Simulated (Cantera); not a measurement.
A perfectly stirred reactor is fed with 100 % N2O, at 10.00 Torr; it is held at 1400 K, and followed from long to short residence time.

Model: GRI-Mech 3.0 (53 species, 325 reactions), integrated in Cantera. GRI-Mech 3.0 was tuned for natural gas; its chemistry of N2O as a main component is partial and can be far from experiment. Radical loss at walls, strong at low pressure, is not modelled. The temperature is held fixed by assumption; the heat of reaction is taken as removed at once.

x: mole fraction; the columns are a selection and need not sum to one.

| τ (s) | x N2O | x O | x NO | x O2 | x NO2 |
|---|---|---|---|---|---|
| 0.53 | 0.857 | 2.56e-5 | 0.0188 | 0.0382 | ? |
| 0.29 | 0.916 | 2.56e-5 | 0.0110 | 0.0224 | ? |
| 0.15 | 0.955 | 2.55e-5 | 0.00591 | 0.0120 | ? |
| 0.081 | 0.975 | 2.55e-5 | 0.00326 | 0.00664 | ? |
| 0.043 | 0.987 | 2.54e-5 | 0.00174 | 0.00355 | ? |
| 0.023 | 0.993 | 2.53e-5 | 0.000935 | 0.00190 | ? |
| 0.012 | 0.996 | 2.51e-5 | 0.000485 | 0.000987 | ? |
| 0.0066 | 0.998 | 2.47e-5 | 0.000263 | 0.000535 | ? |

### Question
Complete the blanks.

### Answer

- 0.53, x NO2: 2.05e-6
- 0.29, x NO2: 1.00e-6
- 0.15, x NO2: 4.26e-7
- 0.081, x NO2: 1.76e-7
- 0.043, x NO2: 6.43e-8
- 0.023, x NO2: 2.17e-8
- 0.012, x NO2: 6.50e-9
- 0.0066, x NO2: 2.02e-9
